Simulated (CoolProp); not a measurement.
The numbers come from the reference Helmholtz-energy equation of state, Gao 2020 in CoolProp.

Q: Give the vapour pressure (MPa), liquid density (kg/m³), vapour density (kg/m³), surface tension (mN/m) of saturated ammonia at 25.15, 31.95, 59.35 °C.

A: 
| T (°C) | p (MPa) | liquid density (kg/m³) | vapour density (kg/m³) | surface tension (mN/m) |
|---|---|---|---|---|
| 25.15 | 1.01 | 603 | 7.84 | 20.5 |
| 31.95 | 1.24 | 592 | 9.57 | 18.9 |
| 59.35 | 2.57 | 547 | 20.1 | 12.9 |

Surface tension comes from a separate correlation (Mulero 2012).
